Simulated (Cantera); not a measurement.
Charge: 1 mol SiHCl₃, 0.052 mol Cl₂, 730 mol H₂, at 0.00200 bar.

These are equilibrium values from Cantera (NASA tables, ideal gas, pure condensed phases), not measurements of a reactor. Candidate condensed phases: Si; 19 gas species. Kinetics and transport are ignored. All values below are at 800 K.

Base state: H₂ 0.998, HCl 0.00175, SiCl₄ 0.000443, SiHCl₃ 0.000228 (mole fractions); condensed: Si(s).

**Question.** What changes in the equilibrium state with this change: H₂ from 730 to 41 mol?

**Answer.** 
```csv
species,before,after
H₂,0.998,0.978
SiCl₄,0.000443,0.0149
HCl,0.00175,0.00417
SiHCl₃,0.000228,0.00315
SiCl₃,3.54e-6,4.94e-5
SiCl₂,3.14e-6,1.82e-5
SiH₂Cl₂,9.51e-6,5.40e-5
"Si(s), mol",0.497,0.233
```
The tables' values for SiCl₃ are old estimates; treat these amounts as uncertain.
